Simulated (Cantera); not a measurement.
Charge: 1 mol CH4, 0.13 mol O2, at 1023 K and 428 Torr.

Method: chemical equilibrium by Gibbs-energy minimisation in Cantera with the NASA 1993 tables (ideal gas, pure condensed phases). Candidate condensed phases: C, C6H6, C7H8, C8H18, H2O; 110 gas species. Rates play no part.

Base state: H2 0.851, CO 0.103, CH4 0.0310, H2O 0.0136, CO2 0.00214 (mole fractions); condensed: C(graphite).

Problem. What changes in the equilibrium state with this change: O2 from 0.13 to 0.66 mol?

Solution. 
```json
[
 {"species": "H2", "before": "0.851", "after": "0.593"},
 {"species": "CO", "before": "0.103", "after": "0.287"},
 {"species": "H2O", "before": "0.0136", "after": "0.0696"},
 {"species": "CO2", "before": "0.00214", "after": "0.0441"},
 {"species": "CH4", "before": "0.0310", "after": "0.00575"},
 {"species": "C(graphite), mol", "before": "0.707", "after": "0"}
]
```

Problem. What changes in the equilibrium state with this change: temperature from 1023 K to 2373.15 K?

Solution. 
| species | before | after |
|---|---|---|
| H2 | 0.851 | 0.863 |
| CO | 0.103 | 0.114 |
| H | 5.06e-9 | 0.0172 |
| CH4 | 0.0310 | 7.92e-5 |
| H2O | 0.0136 | 1.90e-6 |
| C2H2 (acetylene) | 1.78e-9 | 0.00531 |
| CO2 | 0.00214 | 4.31e-8 |
| C4H2 | <1e-9 | 1.34e-5 |
| CH3 | 3.23e-9 | 2.92e-5 |
| C(graphite), mol | 0.707 | 0.715 |
